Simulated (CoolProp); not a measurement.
A single-stage vapour-compression cycle with sulfur dioxide: evaporating at 287.15 K (dew point), condensing at 322.15 K (bubble point), superheat 5 K, subcooling 8 K, compressor efficiency 0.6, no pressure losses. Each further row changes one setting.

Model: reference Helmholtz-energy equation of state, Gao 2016, in CoolProp.

```tsv
case	cooling COP	pressure ratio	discharge temperature (K)	refrigerating effect (kJ/kg)	volumetric capacity (kJ/m³)
as stated	4.43	3.06	409.1	333	2470
evaporating temperature 292.15 K	___	2.56	___	___	2940
condensing temperature 317.15 K	5.26	2.66	___	340	2520
subcooling 13 K	4.52	3.06	409.1	340	2520
superheat 15 K	___	3.06	422.7	340	2420
compressor efficiency 0.5	___	3.06	___	333	2470
```

Q: Some entries are withheld; supply them.

A: 
- evaporating temperature 292.15 K, cooling COP: 5.35
- evaporating temperature 292.15 K, discharge temperature (K): 394.9
- evaporating temperature 292.15 K, refrigerating effect (kJ/kg): 335
- condensing temperature 317.15 K, discharge temperature (K): 393.1
- superheat 15 K, cooling COP: 4.35
- compressor efficiency 0.5, cooling COP: 3.69
- compressor efficiency 0.5, discharge temperature (K): 429.5
